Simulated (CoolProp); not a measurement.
Vapour-liquid equilibrium of methane (1) + ethylene (2) at 138.3 K; x and y are mole fractions of (1).

Values from CoolProp's multi-fluid Helmholtz-energy mixture model, Setzmann 1991 and Smukala 2000; pair parameters Bell 2016.

```tsv
x	bubble pressure, mixture model (bar)	bubble pressure, Raoult's law (bar)	y, mixture model	y, Raoult's law
0.05	(withheld)	0.3896	0.817	0.753
0.125	(withheld)	0.8219	(withheld)	0.892
0.2	(withheld)	1.254	0.948	0.935
0.275	2.221	1.687	0.962	0.956
0.35	(withheld)	2.119	0.970	0.969
0.425	3.077	2.551	0.976	0.977
0.5	(withheld)	2.984	0.980	0.983
0.575	3.786	3.416	0.983	0.987
0.65	4.114	3.848	0.986	0.991
0.725	4.441	4.281	0.989	0.993
0.8	(withheld)	4.713	0.992	0.996
0.875	5.146	5.145	0.994	0.998
0.95	(withheld)	5.577	0.998	0.999
```

Q: Complete the blanks.

A: 
- 0.05, bubble pressure, mixture model (bar): 0.5389
- 0.125, bubble pressure, mixture model (bar): 1.155
- 0.125, y, mixture model: 0.919
- 0.2, bubble pressure, mixture model (bar): 1.716
- 0.35, bubble pressure, mixture model (bar): 2.672
- 0.5, bubble pressure, mixture model (bar): 3.445
- 0.8, bubble pressure, mixture model (bar): 4.780
- 0.95, bubble pressure, mixture model (bar): 5.557

The largest gap from Raoult's law is +40.5 % in bubble pressure, at x = 0.125. No azeotrope shows between x = 0.05 and 0.95.

Pair parameters are fitted to limited data, so mixtures are less certain than the pure fluids.
